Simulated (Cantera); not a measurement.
A closed system holds: 1 mol Si, 2.8 mol NH3, 46 mol H2, at 133 Pa.

Method: chemical equilibrium by Gibbs-energy minimisation in Cantera with the NASA 1993 tables (ideal gas, pure condensed phases). Candidate condensed phases: Si, Si3N4; 18 gas species. The numbers say what is thermodynamically allowed, not how fast it happens.

Q: At 1300 K, list the 3 most abundant gas species with their mole fractions, and the condensed phases.

A: H2 0.986, N2 0.0144, H 3.01e-5. Condensed: Si3N4(s).
